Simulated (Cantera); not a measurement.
A freely propagating, adiabatic, planar premixed flame of CO : H2 : O2 : N2 = 1 : 0.048 : 0.374 : 1.41 (molar parts), equivalence ratio 1.4, unburnt at 450 K and 2.40 bar; mixture-averaged transport, grid criteria slope 0.08 and curve 0.16, no radiation.

Computed with Cantera and GRI-Mech 3.0 (53 species, 325 reactions). The hydrogen kinetics of GRI-Mech 3.0 are dated; newer H2 mechanisms differ, most at raised pressure. Burning velocities carry a grid error of a few per cent, more on coarse grids.

Problem. What does this change do: inlet temperature 450 to 423 K?

Solution. 
```csv
quantity,before,after
laminar burning velocity,86.1 cm/s,77.9 cm/s
thermal thickness,0.272 mm,0.267 mm
```

Problem. What does this change do: inlet temperature 450 to 575 K?

Solution. 
| quantity | before | after |
|---|---|---|
| laminar burning velocity | 86.1 cm/s | 133 cm/s |
| thermal thickness | 0.272 mm | 0.297 mm |

Problem. What does this change do: 0.16 parts H2O added?

Solution. 
| quantity | before | after |
|---|---|---|
| laminar burning velocity | 86.1 cm/s | 107 cm/s |
| thermal thickness | 0.272 mm | 0.210 mm |
